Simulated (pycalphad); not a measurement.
All values are pycalphad results on the COST 507 light-alloy database (1999) (1 atm), not direct measurements. The database dates from 1999; later assessments differ in places, in temperatures and in the compounds included. Diffusion is slow at the low end, where real alloys seldom reach equilibrium.

Question: How does the equilibrium phase assembly of Zr-41.5Si (at.%) change on cooling from 2527 °C to 247 °C?

Answer: 
```csv
T (°C),phases above,phases below
2248.8,liquid,liquid + SI4ZR5
2218.4,liquid + SI4ZR5,SI2ZR3 + SI4ZR5
```
Changes were sought between steps of 40 K, so a narrower field can be missed.

Database names, with the compositions (at.%) that they take in these runs: SI4ZR5: Zr 56 Si 44; SI2ZR3: Zr 60 Si 40.
